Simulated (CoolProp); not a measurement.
p-xylene at several states: Z from the reference equation and from simpler models built on Tc = 616.2 K, pc = 35.32 bar, ω = 0.324; each cubic takes its own stable root.

Model: reference Helmholtz-energy equation of state, Zhou 2012, in CoolProp.

```json
[
 {"T (K)": "378.5", "p (bar)": "48.7", "phase": "liquid", "reference": "0.2078", "van der Waals": "0.3569", "Redlich-Kwong": "0.2461", "Soave-Redlich-Kwong": "0.2374", "Peng-Robinson": "0.2107"},
 {"T (K)": "544.8", "p (bar)": "162", "phase": "liquid", "reference": "…", "van der Waals": "…", "Redlich-Kwong": "…", "Soave-Redlich-Kwong": "0.6540", "Peng-Robinson": "0.5832"},
 {"T (K)": "408.7", "p (bar)": "137", "phase": "liquid", "reference": "0.5522", "van der Waals": "0.9147", "Redlich-Kwong": "…", "Soave-Redlich-Kwong": "0.6256", "Peng-Robinson": "…"}
]
```

**Question.** Complete the blanks.

**Answer.** 
- 544.8, reference: 0.5794
- 544.8, van der Waals: 0.8916
- 544.8, Redlich-Kwong: 0.6683
- 408.7, Redlich-Kwong: 0.6450
- 408.7, Peng-Robinson: 0.5564
